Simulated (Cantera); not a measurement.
Feed: 1 mol KOH, 6.6 mol CO2, 0.011 mol O2, equilibrated at 1475 °C and 1.00 bar.

Cantera equilibrium calculation (NASA polynomials, part measured and part estimated; ideal gas, pure solids and liquids). Candidate condensed phases: C, C6H6, C7H8, C8H18, H2O, K, KOH, KO2, K2CO3, K2O, K2O2; 116 gas species. Rates play no part.

Base state: CO2 0.870, KOH 0.0993, H2O 0.0173, K 0.00740, O2 0.00409, CO 0.00161, KO 8.63e-5, OH 7.76e-5 (mole fractions); condensed: K2CO3(l).

Question: What changes in the equilibrium state with this change: pressure from 1.00 bar to 0.100 bar?

Answer: 
```json
[
 {"species": "CO2", "before": "0.870", "after": "0.842"},
 {"species": "KOH", "before": "0.0993", "after": "0.0954"},
 {"species": "K", "before": "0.00740", "after": "0.0324"},
 {"species": "O2", "before": "0.00409", "after": "0.0109"},
 {"species": "H2O", "before": "0.0173", "after": "0.0162"},
 {"species": "K2(OH)2", "before": "5.46e-5", "after": "5.04e-6"},
 {"species": "O", "before": "4.70e-6", "after": "2.43e-5"},
 {"species": "K2CO3(l), mol", "before": "0.101", "after": "0"}
]
```
